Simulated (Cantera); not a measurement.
Metals in furnace atmospheres: Cu + H₂O + H₂

Charge: 1 mol Cu, 0.31 mol H₂O, 4.3 mol H₂, equilibrated at 0.000150 bar.

Method: chemical equilibrium by Gibbs-energy minimisation in Cantera with the NASA 1993 tables (ideal gas, pure condensed phases). Candidate condensed phases: Cu, CuO, Cu(OH)₂, Cu₂O, H₂O; 12 gas species. Equilibrium is a limit: real reactors are often held back by kinetics, nucleation or transport.

From 1373 K to 1573 K the condensed part is Cu(l). From 1623 K to 1823 K nothing is condensed. The main Cu-bearing gas is Cu throughout.

| T (K) | log p H₂ | log p Cu | log p H₂O | log p H | log p OH | log p Cu₂ | log p O | log p O₂ | n Cu(l) |
|---|---|---|---|---|---|---|---|---|---|
| 1373 | -3.86 | -6.10 | -5.00 | -7.41 | -10.30 | -9.90 | -13.88 | -15.34 | 0.976 |
| 1423 | -3.86 | -5.68 | -5.00 | -7.11 | -9.91 | -9.32 | -13.21 | -14.67 | 0.935 |
| 1473 | -3.87 | -5.29 | -5.01 | -6.83 | -9.56 | -8.77 | -12.58 | -14.05 | 0.835 |
| 1523 | -3.89 | -4.92 | -5.03 | -6.58 | -9.23 | -8.26 | -11.99 | -13.47 | 0.597 |
| 1573 | -3.94 | -4.58 | -5.08 | -6.36 | -8.94 | -7.79 | -11.44 | -12.92 | 0.00703 |
| 1623 | -3.94 | -4.57 | -5.08 | -6.13 | -8.65 | -7.98 | -10.92 | -12.41 | 0 |
| 1673 | -3.94 | -4.57 | -5.08 | -5.92 | -8.37 | -8.17 | -10.44 | -11.92 | 0 |
| 1723 | -3.95 | -4.58 | -5.08 | -5.71 | -8.11 | -8.35 | -9.98 | -11.47 | 0 |
| 1773 | -3.95 | -4.58 | -5.09 | -5.52 | -7.87 | -8.52 | -9.54 | -11.03 | 0 |
| 1823 | -3.95 | -4.58 | -5.09 | -5.34 | -7.63 | -8.68 | -9.13 | -10.62 | 0 |
log p: log10 of the partial pressure in bar; n: condensed amount in mol.
